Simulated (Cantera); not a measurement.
# Ignition delay

Mixture: CH₄ : O₂ : N₂ = 1 : 1.7 : 8.55 (molar parts), at 1.00 bar, adiabatic and at constant pressure. Ignition delay is the time to a rise of 400 K.

Model: GRI-Mech 3.0 (53 species, 325 reactions), integrated in Cantera.

| T0 (K) | delay (ms) |
|---|---|
| 1000 | 1580 |
| 1050 | 671 |
| 1100 | 298 |
| 1150 | 138 |
| 1200 | 66.1 |
| 1250 | 32.9 |
| 1300 | 16.9 |
| 1350 | 8.94 |
| 1400 | 4.88 |

| Item | Value |
|---|---|
| apparent activation energy between 1300 and 1400 K | 190 kJ/mol |
